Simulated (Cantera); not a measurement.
Feed: 1 mol CF4, 0.75 mol H2, at 2627 °C and 7.50 Torr.

These are equilibrium values from Cantera (NASA tables, ideal gas, pure condensed phases), not measurements of a reactor. Candidate condensed phases: C, C6H6, C7H8, C8H18; 95 gas species. Kinetics and transport are ignored.

Q: What is the equilibrium state?

A: 
| Item | Result |
|---|---|
| x(F) | 0.530 |
| x(HF) | 0.374 |
| x(CF) | 0.0494 |
| x(CF2) | 0.0283 |
| x(C3) | 0.0103 |
| x(H) | 0.00478 |
| x(C) | 0.00189 |
| x(C2) | 0.00103 |
| x(C5) | 0.000138 |
| n(C(graphite)) | 0.550 mol |
| gas amount | 3.960 mol |
